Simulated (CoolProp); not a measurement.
A closed Brayton cycle with nitrogen: compressor inlet 326.15 K and 5.6 MPa, high pressure 18.5 MPa, turbine inlet 680 K, compressor efficiency 0.89, turbine efficiency 0.85, recuperator effectiveness 0 (on enthalpy, no pinch check). Each further row changes one setting.

Model: reference Helmholtz-energy equation of state, Span 2000, in CoolProp.

```
case                           thermal efficiency (%)  net work (kJ/kg)  compressor to turbine work  compressor exit (K)  turbine exit (K)
-----------------------------  ----------------------  ----------------  --------------------------  -------------------  ----------------
as stated                                         9.2              21.0                        0.89                477.4             516.5
turbine inlet 630 K                               4.3              7.35                        0.96                477.4             477.0
compressor inlet 336.15 K                         7.5              15.9                        0.91                491.8             516.5
high pressure 15.7 MPa                            9.9              25.3                        0.84                453.5             536.2
recuperator effectiveness 0.5                    10.2              21.0                        0.89                477.4             516.5
```
